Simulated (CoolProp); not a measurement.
Propyne along the isobar 2.14 MPa: fugacity coefficient from the reference equation and from simpler models built on Tc = 129.6 °C, pc = 5.658 MPa, ω = 0.204; each cubic takes its own stable root.

Model: reference Helmholtz-energy equation of state, Polt 1992, in CoolProp. This equation is an older, rougher fit.

```
T (°C)  phase  reference
------  -----  ---------
80.55     gas     0.7999
92.85     gas     0.8228
105.25    gas     0.8420
117.55    gas     0.8580
129.95    gas     0.8718
142.25    gas     0.8837
154.65    gas     0.8941
167.05    gas     0.9034
179.35    gas     0.9114
191.75    gas     0.9187
```

How far does each simpler model (van der Waals, Redlich-Kwong, Soave-Redlich-Kwong, Peng-Robinson) lie from the reference over these 10 states: mean and median of the absolute difference, and the worst?


- van der Waals: mean 2.2 %, median 1.7 %, worst +5.9 % at 80.55 °C and 2.14 MPa
- Redlich-Kwong: mean 0.5 %, median 0.2 %, worst +2.1 % at 80.55 °C and 2.14 MPa
- Soave-Redlich-Kwong: mean 0.5 %, median 0.4 %, worst +1.1 % at 80.55 °C and 2.14 MPa
- Peng-Robinson: mean 0.9 %, median 1.0 %, worst -1.1 % at 129.95 °C and 2.14 MPa
